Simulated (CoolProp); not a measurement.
Vapour-liquid equilibrium of isohexane (1) + benzene (2) at 19.05 °C; x and y are mole fractions of (1).

The numbers come from the multi-fluid Helmholtz-energy mixture model, Lemmon 2006 and Thol 2012; pair parameters Bell 2016 in CoolProp.

| x | bubble pressure, mixture model (MPa) | bubble pressure, Raoult's law (MPa) | y, mixture model | y, Raoult's law |
|---|---|---|---|---|
| 0.05 | 0.01135 | 0.01020 | 0.195 | 0.108 |
| 0.15 | 0.01389 | 0.01143 | 0.398 | 0.288 |
| 0.25 | 0.01560 | 0.01267 | 0.509 | 0.433 |
| 0.35 | 0.01687 | 0.01391 | 0.586 | 0.552 |
| 0.45 | 0.01790 | 0.01514 | 0.649 | 0.652 |
| 0.55 | 0.01879 | 0.01638 | 0.707 | 0.737 |
| 0.65 | 0.01959 | 0.01761 | 0.766 | 0.810 |
| 0.75 | 0.02033 | 0.01885 | 0.827 | 0.873 |
| 0.85 | 0.02101 | 0.02009 | 0.893 | 0.928 |
| 0.95 | 0.02164 | 0.02132 | 0.963 | 0.978 |

The largest gap from Raoult's law is +23.1 % in bubble pressure, at x = 0.25. No azeotrope shows between x = 0.05 and 0.95.

Pair parameters are fitted to limited data, so mixtures are less certain than the pure fluids.
